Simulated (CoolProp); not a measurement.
Saturated liquid density (kg/m³) of hydrogen sulfide: the reference equation beside estimates from Tc = 373.1 K, pc = 8.999 MPa, ω = 0.101. Rackett uses Z = 0.29056 − 0.08775 ω.

Model: reference Helmholtz-energy equation of state, Lemmon 2006, in CoolProp. It is a short technical equation, of lower accuracy than the large ones.

| T (K) | reference | Rackett | van der Waals | Peng-Robinson |
|---|---|---|---|---|
| 269.3 | 841.3 | 845.1 | 553.4 | 914.6 |
| 275.8 | 827.3 | 831.6 | 544.3 | 897.1 |
| 282.4 | 812.6 | 817.5 | 534.7 | 878.5 |
| 288.9 | 797.6 | 803.0 | 524.8 | 859.2 |
| 295.5 | 781.8 | 787.9 | 514.4 | 838.5 |
| 302 | 765.4 | 772.3 | 503.7 | 816.9 |
| 308.6 | 748.1 | 755.8 | 492.2 | 793.7 |
| 315.1 | 730.0 | 738.6 | 480.3 | 769.3 |
| 321.7 | 710.6 | 720.2 | 467.5 | 742.7 |
| 328.2 | 690.1 | 700.8 | 454.0 | 714.6 |
| 334.8 | 667.5 | [?] | 439.2 | 683.5 |
| 341.3 | 643.2 | [?] | [?] | 650.0 |

Task: Complete the blanks.

Result: 
- 334.8, Rackett: 679.6
- 341.3, Rackett: 656.8
- 341.3, van der Waals: 423.4

Absolute difference from the reference over all 12 rows, mean and median: Rackett 1.1 and 1.0 %, van der Waals 34.2 and 34.2 %, Peng-Robinson 5.8 and 6.4 %.
